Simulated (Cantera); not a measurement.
What does this Cantera script print?

```python
import numpy as np
import cantera as ct

gas_names = """
    H HNO HNO2 HNO3 HO2 H2 H2O H2O2 N NH NH2 NH3 NH2OH NO NO2 NO3 N2 N2H2 N2H4 N2O O OH O2 O3 Si SiH
    SiH2 SiH3 SiH4 SiN SiO SiO2 Si2 Si2N Si3
""".split()
cond_names = """
    H2O(s) H2O(L) Si(cr) Si(L) SiO2(Lqz) SiO2(hqz) SiO2(L) Si2N2O(s) Si3N4(a)
""".split()


def load(file, names, dense=False):
    # The tables refer to 1 bar. Condensed volumes are neglected.
    table = {s.name: s for s in ct.Species.list_from_file(file)}
    out = []
    for n in names:
        d = dict(table[n].input_data)
        d["thermo"] = dict(d["thermo"], **{"reference-pressure": 1e5})
        if dense:
            d["equation-of-state"] = {"model": "constant-volume", "density": "1e6 g/cm^3"}
        out.append(ct.Species.from_dict(d))
    return out


gas = ct.Solution(thermo="ideal-gas", species=load("nasa_gas.yaml", gas_names))
cond = {s.name: ct.Solution(thermo="fixed-stoichiometry", species=[s], name=s.name)
        for s in load("nasa_condensed.yaml", cond_names, dense=True)}
atoms = {
    'Si2H6': {'Si': 2, 'H': 6},
    'NO': {'N': 1, 'O': 1},
}
top_T = {'Si2N2O(s)': 2100, 'Si3N4(a)': 2400}  # K; cautious upper limits of use, not melting points


def equilibrate(T, P, feed):
    n = {}
    for name, mol in feed.items():
        for a, k in atoms[name].items():
            n[a] = n.get(a, 0.0) + k * mol
    gas.TPX = T, P, n
    mass = sum(n.values()) * gas.mean_molecular_weight
    gas.equilibrate("TP")
    valid = [c for c in cond.values() if c.min_temp <= T <= top_T.get(c.name, c.max_temp)]
    mix = ct.Mixture([(gas, mass / gas.mean_molecular_weight)] + [(c, 0.0) for c in valid])
    mix.T, mix.P = T, P
    mix.equilibrate("TP", solver="vcs", rtol=1e-11, max_steps=5000)
    return mix


results = []
T = 1350  # K
P = 550  # Pa
for m in [0.21, 0.3, 0.43, 0.61, 0.86, 1.2, 1.7, 2.5, 3.5, 4.9, 7, 9.9, 14]:
    feed = {'Si2H6': 1, 'NO': m}  # mol
    mix = equilibrate(T, P, feed)
    results.append((T, P, feed, dict(zip(mix.species_names, mix.species_moles))))

top = {s: max(r[3][s] / sum(r[3][g] for g in gas_names) for r in results) for s in gas_names}
cols = sorted((s for s in top if top[s] > 0.001), key=lambda s: -top[s])[:8]
seen = [c for c in cond_names if any(r[3].get(c, 0) > 1e-12 for r in results)]
print("log10 of partial pressures in bar; condensed amounts in mol")
print(f"{'n(NO)':>10s}" + "".join(f"{s[:9]:>10s}" for s in cols + seen))
for T, P, feed, n in results:
    ng = sum(n[g] for g in gas_names)
    print(f"{feed['NO']:10.4g}" + "".join(f"{np.log10(max(n[s] / ng * P / 1e5, 1e-99)):10.3f}" for s in cols)
          + "".join(f"{n.get(c, 0):10.4g}" for c in seen))
```

Result:

```
log10 of partial pressures in bar; condensed amounts in mol
     n(NO)        H2        N2       H2O        O2       SiO    Si(cr) SiO2(hqz) Si2N2O(s)
      0.21    -2.262    -8.971    -8.520   -25.897    -4.608     1.731   0.04574     0.105
       0.3    -2.262    -8.971    -8.520   -25.897    -4.608     1.618   0.06824      0.15
      0.43    -2.262    -8.971    -8.520   -25.897    -4.608     1.456    0.1007     0.215
      0.61    -2.262    -8.971    -8.520   -25.897    -4.608     1.231    0.1457     0.305
      0.86    -2.262    -8.971    -8.520   -25.897    -4.608    0.9182    0.2082      0.43
       1.2    -2.262    -8.971    -8.520   -25.897    -4.608    0.4932    0.2932       0.6
       1.7    -2.272    -3.828    -6.815   -22.468    -6.322         0    0.4665    0.7666
       2.5    -2.357    -2.959    -6.611   -21.888    -6.612         0    0.9998       0.5
       3.5    -2.444    -2.721    -6.619   -21.730    -6.691         0     1.666    0.1667
       4.9    -2.674    -2.607    -3.042   -14.116   -10.498         0         2         0
         7    -6.073    -2.529    -2.596    -6.426   -14.343         0         2         0
       9.9    -7.910    -2.538    -2.756    -3.072   -16.020         0         2         0
        14    -8.180    -2.545    -2.913    -2.846   -16.133         0         2         0
```

These are equilibrium values from Cantera (NASA tables, ideal gas, pure condensed phases), not measurements of a reactor. The feed counts by its element totals alone. Mutual solubility and eutectic melting of coexisting phases are not modelled. The tables hold silica as quartz up to 1696 K and as liquid above; real silica turns to tridymite and cristobalite and melts near 1996 K.
